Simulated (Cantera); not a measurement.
Silicon nitride deposition: SiH2Cl2 + NH3 + N2

A closed system holds: 1 mol SiH2Cl2, 19 mol NH3, 1.3 mol N2, equilibrated at 6.00 Pa.

Equilibrium computed with Cantera from the NASA thermochemical tables; the gas is ideal and each condensed phase is pure. Candidate condensed phases: NH4Cl, Si, Si3N4; 28 gas species. The tables' values for SiCl, SiN are old estimates; treat these amounts as uncertain. The numbers say what is thermodynamically allowed, not how fast it happens.

```
T (°C)   x H2   x N2       x H   x HCl      x Si  n Si3N4(s)  n Si(s)
------  -----  -----  --------  ------  --------  ----------  -------
677     0.701  0.249   6.02e-8  0.0492    <1e-12       0.333        0
777     0.701  0.249   8.77e-7  0.0492    <1e-12       0.333        0
877     0.701  0.249   8.07e-6  0.0491  1.72e-11       0.333        0
977     0.702  0.250   5.23e-5  0.0485   5.74e-9       0.329        0
1077    0.702  0.250  0.000258  0.0452   7.99e-7       0.307        0
1177    0.695  0.261   0.00102  0.0365   5.13e-5           0    0.752
1277    0.693  0.261   0.00338  0.0358  0.000554           0    0.718
1377    0.685  0.259   0.00971  0.0347   0.00446           0    0.532
1477    0.662  0.253    0.0244  0.0360    0.0177           0        0
1577    0.631  0.248    0.0552  0.0400    0.0208           0        0
1677    0.581  0.240     0.113  0.0380    0.0215           0        0
```
x: gas mole fraction; n: condensed amount in mol.

From 677 °C to 1077 °C the condensed part is Si3N4(s). From 1177 °C to 1377 °C the condensed part is Si(s). From 1477 °C to 1677 °C nothing is condensed. The main Si-bearing gas is SiCl4 at 677 °C and Si at 1677 °C.
